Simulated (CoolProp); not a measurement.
Vapour-liquid equilibrium of isohexane (1) + benzene (2) at 379.7 K; x and y are mole fractions of (1).

The numbers come from the multi-fluid Helmholtz-energy mixture model, Lemmon 2006 and Thol 2012; pair parameters Bell 2016 in CoolProp.

Question: Give the bubble pressure and the first vapour's composition at x = 0.65, 0.75, 0.95. Is there an azeotrope?

Answer: x = 0.65: 0.3340 MPa, y = 0.719; x = 0.75: 0.3431 MPa, y = 0.796; x = 0.95: 0.3582 MPa, y = 0.958. No azeotrope shows between x = 0.05 and 0.95.

Pair parameters are fitted to limited data, so mixtures are less certain than the pure fluids.
